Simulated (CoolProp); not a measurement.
Properties of ammonia along the isotherm 453.9 K.

Computed with CoolProp (reference Helmholtz-energy equation of state, Gao 2020).

```csv
p (kPa),phase,density (kg/m³),Joule-Thomson coefficient (K/MPa),isothermal compressibility (1/MPa),viscosity (µPa s),conductivity (mW/(m K))
53.9,gas,0.2435,7.400,18.57,16.1,45.5
91,gas,0.4115,7.397,11.01,16.1,45.6
154,gas,0.6973,7.391,6.515,16.1,45.6
259,gas,1.175,7.382,3.883,16.1,45.7
437,gas,1.991,7.366,2.310,16.1,45.8
738,gas,3.385,7.339,1.377,16.1,46.1
1250,gas,5.800,7.293,0.8229,16.1,46.5
2100,gas,9.939,7.214,0.5000,16.1,47.3
3550,gas,17.41,7.075,0.3073,16.1,48.9
5980,gas,31.35,6.820,0.1964,16.3,52.4
10100,gas,60.69,6.289,0.1368,17.2,62.0
17000,supercritical,143.2,4.708,0.1190,21.9,103
```

Viscosity comes from a separate model (Fenghour 1995). Thermal conductivity comes from a separate model (Tufeu 1984).
